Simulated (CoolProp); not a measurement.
m-xylene along the isotherm 346.85 °C: Z from the reference equation and from simpler models built on Tc = 343.7 °C, pc = 3.535 MPa, ω = 0.326; each cubic takes its own stable root.

Model: reference Helmholtz-energy equation of state, Zhou 2012, in CoolProp.

| p (MPa) | phase | reference | van der Waals | Redlich-Kwong | Soave-Redlich-Kwong | Peng-Robinson |
|---|---|---|---|---|---|---|
| 4.42 | supercritical | 0.2111 | 0.3162 | 0.2681 | 0.2705 | 0.2452 |
| 8.84 | supercritical | 0.3511 | 0.5111 | 0.4129 | 0.4140 | 0.3723 |
| 13.3 | supercritical | 0.4937 | 0.7118 | 0.5644 | 0.5653 | 0.5079 |
| 17.7 | supercritical | 0.6296 | 0.9036 | 0.7079 | 0.7088 | 0.6368 |
| 22.1 | supercritical | 0.7616 | 1.091 | 0.8467 | 0.8476 | 0.7616 |
| 26.5 | supercritical | 0.8903 | 1.274 | 0.9819 | 0.9828 | 0.8833 |
| 30.9 | supercritical | 1.016 | 1.454 | 1.114 | 1.115 | 1.002 |
| 35.3 | supercritical | 1.140 | 1.632 | 1.244 | 1.245 | 1.120 |
